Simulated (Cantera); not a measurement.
## Thermodynamics of carbon deposition, reforming and gasification, feed acetone + H2 + N2 + H2O

Feed: 1 mol acetone, 6.6 mol H2, 0.42 mol N2, 0.2 mol H2O, at 4.90 mbar.

Method: chemical equilibrium by Gibbs-energy minimisation in Cantera with the NASA 1993 tables (ideal gas, pure condensed phases). Candidate condensed phases: C, C6H6, C7H8, C8H18, H2O; 136 gas species. The feed counts by its element totals alone. Equilibrium is a limit: real reactors are often held back by kinetics, nucleation or transport.

```tsv
T (°C)	x H2	x H	x CO	x N2	x HCN	n C(graphite)
1502	0.854	0.00382	0.105	0.0362	0.000954	1.79
1577	0.851	0.00710	0.105	0.0359	0.00136	1.78
1652	0.845	0.0126	0.104	0.0356	0.00188	1.77
1727	0.836	0.0212	0.104	0.0351	0.00252	1.75
1802	0.823	0.0345	0.103	0.0344	0.00330	1.74
1877	0.804	0.0540	0.102	0.0335	0.00419	1.71
1952	0.777	0.0816	0.101	0.0325	0.00519	1.68
2027	0.741	0.119	0.0988	0.0312	0.00624	1.64
2102	0.694	0.168	0.0963	0.0296	0.00730	1.59
2177	0.635	0.229	0.0930	0.0279	0.00829	1.53
2252	0.566	0.301	0.0892	0.0260	0.00913	1.46
2327	0.488	0.383	0.0848	0.0239	0.00973	1.37
```
x: gas mole fraction; n: condensed amount in mol.

From 1502 °C to 2327 °C the condensed part is C(graphite). The main C-bearing gas is CO throughout. The share of C in condensed phases is highest at 1502 °C (59.5 %) and lowest at 2327 °C (45.7 %).
